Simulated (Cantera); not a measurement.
A Cantera script and its output.

```python
import numpy as np
import cantera as ct

gas = ct.Solution("gri30.yaml", transport_model="mixture-averaged")
show = ['CH3', 'H2', 'C2H2']

rows = []
print(f"{'T/K':>7s}{'rho':>11s}{'cp':>10s}{'mu':>11s}{'lambda':>11s}{'Pr':>7s}" + "".join(f"{'D_' + s:>11s}" for s in show))
for T in [400, 600, 800, 1000, 1200, 1400, 1600, 1800]:
    gas.TPX = T, 82000, {'C3H8': 0.82, 'N2': 0.54, 'C2H4': 0.92, 'CH3OH': 0.84}
    Pr = gas.cp_mass * gas.viscosity / gas.thermal_conductivity
    D = [gas.mix_diff_coeffs_mole[gas.species_index(s)] for s in show]
    rows.append([gas.density, gas.cp_mass, gas.viscosity, gas.thermal_conductivity, Pr, *D])
    print(f"{T:7g}{gas.density:11.4e}{gas.cp_mass:10.1f}{gas.viscosity:11.4e}"
          f"{gas.thermal_conductivity:11.4e}{Pr:7.3f}" + "".join(f"{d:11.4e}" for d in D))
print("SI units: kg/m3, J/kg/K, Pa s, W/m/K, m2/s")
```

Result:

```
    T/K        rho        cp         mu     lambda     Pr      D_CH3       D_H2     D_C2H2
    400 8.2196e-01    1774.8 1.3454e-05 3.1179e-02  0.766 3.3942e-05 1.2135e-04 2.4760e-05
    600 5.4797e-01    2341.6 1.9258e-05 5.7028e-02  0.791 7.0631e-05 2.4309e-04 5.2291e-05
    800 4.1098e-01    2770.6 2.4345e-05 8.3748e-02  0.805 1.1691e-04 3.9488e-04 8.7267e-05
   1000 3.2878e-01    3103.1 2.8897e-05 1.0978e-01  0.817 1.7163e-04 5.7368e-04 1.2876e-04
   1200 2.7399e-01    3342.3 3.3047e-05 1.3469e-01  0.820 2.3406e-04 7.7740e-04 1.7615e-04
   1400 2.3484e-01    3535.1 3.6887e-05 1.5838e-01  0.823 3.0366e-04 1.0045e-03 2.2901e-04
   1600 2.0549e-01    3689.2 4.0483e-05 1.8085e-01  0.826 3.8002e-04 1.2538e-03 2.8702e-04
   1800 1.8266e-01    3811.4 4.3882e-05 2.0214e-01  0.827 4.6284e-04 1.5242e-03 3.4993e-04
SI units: kg/m3, J/kg/K, Pa s, W/m/K, m2/s
```

Cantera simulation using GRI-Mech 3.0 (53 species, 325 reactions); the numbers are that mechanism's predictions, not measurements. Polar gases are described roughly by these parameters. The composition is frozen, though it would react at the higher temperatures.
